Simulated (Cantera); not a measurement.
Charge: 1 mol SiCl4, 0.096 mol HCl, 11 mol H2, at 1173 K and 2.50 mbar.

Method: chemical equilibrium by Gibbs-energy minimisation in Cantera with the NASA 1993 tables (ideal gas, pure condensed phases). Candidate condensed phases: Si; 19 gas species. The tables' values for SiCl3 are old estimates; treat these amounts as uncertain. The numbers say what is thermodynamically allowed, not how fast it happens.

Task: What is the equilibrium state?

Result: 
- x(H2) = 0.810
- x(HCl) = 0.117
- x(SiCl2) = 0.0382
- x(SiCl4) = 0.0226
- x(SiCl3) = 0.00935
- x(SiHCl3) = 0.00365
- x(SiH2Cl2) = 7.56e-5
- x(H) = 2.12e-6
- n(Si(s)) = 0.0619 mol
- gas amount = 12.70 mol
